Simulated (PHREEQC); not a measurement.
Make-up at 25 °C: 0.012 mol FeCl3, 0.001 mol CaCl2, 0.00017 mol NaF and 0.2 mol Na2SO4 per kg of water. It is in equilibrium with CO2 at log p = 0 (atm). Otherwise closed; pH follows from the charge balance.

All values are PHREEQC results (ion-association model, phreeqc.dat), not measurements.

Q: The ionic strength comes out as 0.500 mol/kgw. What activity coefficients do FeF+2, CaHSO4+, Fe+3, FeHSO4+2, FeCl2+ get?

A: FeF+2 0.21, CaHSO4+ 0.73, Fe+3 0.089, FeHSO4+2 0.29, FeCl2+ 0.68.

No solid was allowed to form. Examples of supersaturated solids here: Fe(OH)3(a), Hematite (slow to form). Others may be too. Complexes and solids missing from the database can't appear. Fluoro complexes past AlF4- and FeF3 are missing from the database.
